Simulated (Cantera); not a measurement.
Cantera run, input and output.

```python
import numpy as np
import cantera as ct

gas = ct.Solution("gri30.yaml")
gas.TPX = 1225, 1200000, {'CH3OH': 1, 'O2': 1.36, 'N2': 5.13, 'H2': 0.19}
reactor = ct.IdealGasConstPressureReactor(gas, energy="on", clone=False)
net = ct.ReactorNet([reactor])
net.rtol, net.atol = 1e-08, 1e-16
show = ['CH3OH', 'O2', 'O', 'H2O', 'H']
times = np.geomspace(3e-06, 1, 15)

steps = ct.SolutionArray(gas, extra=["t"])
rows = []
print(f"{'t/s':>10s}{'T/K':>9s}{'P/Pa':>11s}" + "".join(f"{s:>11s}" for s in show))
for t in times:
    while net.time < t:
        t_next = net.step()
        steps.append(gas.state, t=t_next)
    rows.append([np.interp(t, steps.t, y) for y in (steps.T, steps.P, *steps(*show).X.T)])
    print(f"{t:10.3e}{rows[-1][0]:9.1f}{rows[-1][1]:11.4g}" + "".join(f"{x:11.3e}" for x in rows[-1][2:]))
rate = np.gradient(steps.T, steps.t)
print("integrator steps:", len(steps.t))
if steps.T.max() > steps.T[0] + 200:
    print(f"time of steepest temperature rise: {steps.t[rate.argmax()]:.4e} s")
gas.TPX = 1225, 1200000, {'CH3OH': 1, 'O2': 1.36, 'N2': 5.13, 'H2': 0.19}
gas.equilibrate("HP")
print(f"equilibrium (HP): T = {gas.T:.1f} K  " + "  ".join(f"{s} {gas[s].X[0]:.3e}" for s in show))
```

Result:

```
       t/s      T/K       P/Pa      CH3OH         O2          O        H2O          H
 3.000e-06   1225.0    1.2e+06  1.302e-01  1.771e-01  3.717e-11  1.947e-07  4.309e-10
 7.441e-06   1225.0    1.2e+06  1.302e-01  1.771e-01  3.846e-11  4.878e-07  4.574e-10
 1.845e-05   1225.0    1.2e+06  1.302e-01  1.771e-01  4.030e-11  1.236e-06  5.016e-10
 4.577e-05   1225.0    1.2e+06  1.302e-01  1.771e-01  4.643e-11  3.370e-06  6.494e-10
 1.135e-04   1225.0    1.2e+06  1.302e-01  1.771e-01  7.338e-11  1.275e-05  1.298e-09
 2.816e-04   1225.3    1.2e+06  1.300e-01  1.770e-01  2.823e-10  1.192e-04  6.311e-09
 6.983e-04   2786.7    1.2e+06  3.179e-14  4.083e-03  9.561e-04  2.317e-01  3.354e-03
 1.732e-03   2773.6    1.2e+06  3.531e-14  3.423e-03  8.307e-04  2.312e-01  3.254e-03
 4.296e-03   2773.3    1.2e+06  3.540e-14  3.408e-03  8.279e-04  2.312e-01  3.252e-03
 1.065e-02   2773.3    1.2e+06  3.540e-14  3.408e-03  8.279e-04  2.312e-01  3.252e-03
 2.643e-02   2773.3    1.2e+06  3.540e-14  3.408e-03  8.279e-04  2.312e-01  3.252e-03
 6.554e-02   2773.3    1.2e+06  3.540e-14  3.408e-03  8.279e-04  2.312e-01  3.252e-03
 1.626e-01   2773.3    1.2e+06  3.540e-14  3.408e-03  8.279e-04  2.312e-01  3.252e-03
 4.032e-01   2773.3    1.2e+06  3.540e-14  3.408e-03  8.279e-04  2.312e-01  3.252e-03
 1.000e+00   2773.3    1.2e+06  3.540e-14  3.408e-03  8.279e-04  2.312e-01  3.252e-03
integrator steps: 2091
time of steepest temperature rise: 6.5924e-04 s
equilibrium (HP): T = 2773.3 K  CH3OH 3.679e-14  O2 3.408e-03  O 8.279e-04  H2O 2.312e-01  H 3.252e-03
```

Computed with Cantera and GRI-Mech 3.0 (53 species, 325 reactions). GRI-Mech 3.0 was tuned for natural gas; its chemistry of methanol as a main component is partial and can be far from experiment. The pressure lies above the range GRI-Mech 3.0 was tuned for (to about 10 atm).
